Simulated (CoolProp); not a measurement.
R143a along the isobar 2.17 MPa: density (kg/m³) from the reference equation and from simpler models built on Tc = 72.7 °C, pc = 3.762 MPa, ω = 0.261; each cubic takes its own stable root.

Model: reference Helmholtz-energy equation of state, Lemmon and Jacobsen 2000, in CoolProp.

```json
[
 {"T (°C)": "-87.65", "phase": "liquid", "reference": "1275", "Redlich-Kwong": "1050", "Soave-Redlich-Kwong": "1075"},
 {"T (°C)": "-66.65", "phase": "liquid", "reference": "1223", "Redlich-Kwong": "1007", "Soave-Redlich-Kwong": "1036"},
 {"T (°C)": "-45.75", "phase": "liquid", "reference": "1168", "Redlich-Kwong": "958.1", "Soave-Redlich-Kwong": "991.6"},
 {"T (°C)": "-24.75", "phase": "liquid", "reference": "1109", "Redlich-Kwong": "903.0", "Soave-Redlich-Kwong": "939.6"},
 {"T (°C)": "-3.75", "phase": "liquid", "reference": "1045", "Redlich-Kwong": "839.4", "Soave-Redlich-Kwong": "878.0"},
 {"T (°C)": "17.15", "phase": "liquid", "reference": "971.4", "Redlich-Kwong": "763.1", "Soave-Redlich-Kwong": "802.3"},
 {"T (°C)": "38.15", "phase": "liquid", "reference": "876.4", "Redlich-Kwong": "659.9", "Soave-Redlich-Kwong": "699.5"},
 {"T (°C)": "59.15", "phase": "gas", "reference": "95.13", "Redlich-Kwong": "90.75", "Soave-Redlich-Kwong": "91.73"},
 {"T (°C)": "80.05", "phase": "gas", "reference": "80.42", "Redlich-Kwong": "78.99", "Soave-Redlich-Kwong": "78.69"},
 {"T (°C)": "101.05", "phase": "gas", "reference": "71.27", "Redlich-Kwong": "70.85", "Soave-Redlich-Kwong": "70.09"},
 {"T (°C)": "122.05", "phase": "gas", "reference": "64.67", "Redlich-Kwong": "64.71", "Soave-Redlich-Kwong": "63.75"},
 {"T (°C)": "142.95", "phase": "gas", "reference": "59.56", "Redlich-Kwong": "59.82", "Soave-Redlich-Kwong": "58.79"},
 {"T (°C)": "163.95", "phase": "gas", "reference": "55.40", "Redlich-Kwong": "55.77", "Soave-Redlich-Kwong": "54.72"},
 {"T (°C)": "184.95", "phase": "gas", "reference": "51.91", "Redlich-Kwong": "52.34", "Soave-Redlich-Kwong": "51.30"},
 {"T (°C)": "205.85", "phase": "gas", "reference": "48.94", "Redlich-Kwong": "49.39", "Soave-Redlich-Kwong": "48.39"},
 {"T (°C)": "226.85", "phase": "gas", "reference": "46.34", "Redlich-Kwong": "46.80", "Soave-Redlich-Kwong": "45.84"}
]
```
